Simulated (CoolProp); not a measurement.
Vapour-liquid equilibrium of cyclopentane (1) + octamethylcyclotetrasiloxane (D4) (2) at 1.31 bar; x and y are mole fractions of (1).

Computed with CoolProp (multi-fluid Helmholtz-energy mixture model, Gedanitz 2015 and Thol 2015; pair parameters Bell 2016).

Question: Give the bubble temperature and the first vapour's composition at x = 0.125, 0.275, 0.875. Is there an azeotrope?

Answer: x = 0.125: 423.2 K, y = 0.645; x = 0.275: 390.7 K, y = 0.897; x = 0.875: 335.5 K, y = 0.999. No azeotrope shows between x = 0.05 and 0.95.

Pair parameters are fitted to limited data, so mixtures are less certain than the pure fluids.
